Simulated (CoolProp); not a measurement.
Properties of C3F8 (R218) at several states.

Values from CoolProp's reference Helmholtz-energy equation of state, Lemmon 2006. It is a short technical equation, of lower accuracy than the large ones.

```tsv
T (K)	p (kPa)	phase	density (kg/m³)	speed of sound (m/s)	conductivity (mW/(m K))	Prandtl number	fugacity coefficient
421.1	2440	gas	155.7	120.8	25.3	0.796	0.8587
429.8	29.2	gas	1.539	(withheld)	23.8	0.715	0.9984
376.3	525	gas	(withheld)	(withheld)	19.2	0.754	0.9526
302.1	18.2	gas	1.367	118.6	12.8	0.784	0.9964
320.2	82.6	gas	5.913	120.9	14.2	0.776	0.9868
346.5	72.3	gas	4.761	126.1	(withheld)	0.761	0.9912
```

**Question.** Fill in the missing entries.

**Answer.** 
- 429.8, speed of sound (m/s): 140.9
- 376.3, density (kg/m³): 33.19
- 376.3, speed of sound (m/s): 126.5
- 346.5, conductivity (mW/(m K)): 16.4

Viscosity comes from a separate model (Huber 2003), an estimate that may be off by 10 % or more. Thermal conductivity comes from a separate model (Huber 2003), an estimate that may be off by 10 % or more.
